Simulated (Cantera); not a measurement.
A closed system holds: 1 mol Pb, 0.029 mol O2, 73 mol H2, equilibrated at 100000 Pa.

Method: chemical equilibrium by Gibbs-energy minimisation in Cantera with the NASA 1993 tables (ideal gas, pure condensed phases). Candidate condensed phases: H2O, Pb, PbO, PbO2, Pb3O4; 12 gas species. Equilibrium is a limit: real reactors are often held back by kinetics, nucleation or transport.

x: gas mole fraction; n: condensed amount in mol.

| T (K) | x H2 | x Pb | x H2O | x H | x Pb2 | x PbO | n Pb(l) |
|---|---|---|---|---|---|---|---|
| 898 | 0.999 | 1.30e-6 | 0.000795 | 1.09e-10 | <1e-12 | <1e-12 | 1.000 |
| 948 | 0.999 | 4.79e-6 | 0.000795 | 5.24e-10 | 6.63e-12 | <1e-12 | 1.000 |
| 998 | 0.999 | 1.55e-5 | 0.000795 | 2.15e-9 | 4.73e-11 | <1e-12 | 0.999 |
| 1048 | 0.999 | 4.47e-5 | 0.000794 | 7.72e-9 | 2.79e-10 | <1e-12 | 0.997 |
| 1098 | 0.999 | 0.000117 | 0.000794 | 2.47e-8 | 1.39e-9 | <1e-12 | 0.991 |
| 1148 | 0.999 | 0.000280 | 0.000794 | 7.16e-8 | 5.99e-9 | ? | 0.980 |
| 1198 | 0.999 | 0.000624 | 0.000794 | 1.90e-7 | 2.28e-8 | ? | 0.954 |
| 1248 | 0.998 | 0.00130 | 0.000793 | 4.67e-7 | 7.75e-8 | ? | 0.905 |
| 1298 | 0.997 | 0.00256 | 0.000792 | 1.07e-6 | 2.39e-7 | ? | 0.813 |
| 1348 | 0.994 | 0.00478 | 0.000791 | 2.31e-6 | 6.77e-7 | ? | 0.650 |
| 1398 | 0.991 | 0.00852 | 0.000788 | 4.71e-6 | 1.77e-6 | ? | 0.372 |
| 1448 | 0.986 | 0.0135 | 0.000784 | 9.15e-6 | 3.71e-6 | ? | 0 |

### Question
Complete the blanks.

### Answer

- 1148, x PbO: 4.12e-12
- 1198, x PbO: 1.57e-11
- 1248, x PbO: 5.36e-11
- 1298, x PbO: 1.67e-10
- 1348, x PbO: 4.75e-10
- 1398, x PbO: 1.26e-9
- 1448, x PbO: 2.88e-9
